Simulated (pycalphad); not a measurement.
Source of the numbers: pycalphad with the COST 507 light-alloy database (1999); pressure 1 atm. The data set is of 1999 and partly superseded. Phase fractions are per mole of atoms.

### Question
Compare equilibrium and Scheil-Gulliver solidification of Hf-0.4201C (wt.%).

### Answer
Both start at the liquidus, 2368 °C. In full equilibrium the last liquid goes at 2270 °C (range 98 K), and at 2202 °C the alloy holds HCP_A3. With no diffusion in the solid (Scheil-Gulliver, steps of 4 K) the liquid lasts to an invariant point at 2206 °C (range 162 K), where the last 0.16 of it freezes; the solid then holds HCP_A3 0.90, BCC_A2 0.10.

```tsv
last step ahead of the change, T (°C)	liquid left there	liquid composition there (wt.%)	solids forming below it
2368	1.00	0.42 C	HCP_A3
2206	0.16	0.09 C	BCC_A2 + HCP_A3
```
Solids once formed stay as they are in this model, so peritectic reactions do not proceed; the changes are located to one step. Interstitial elements diffuse fast in the metal, so real castings lie closer to equilibrium.

BCC_A2 is bcc; HCP_A3 is hcp.
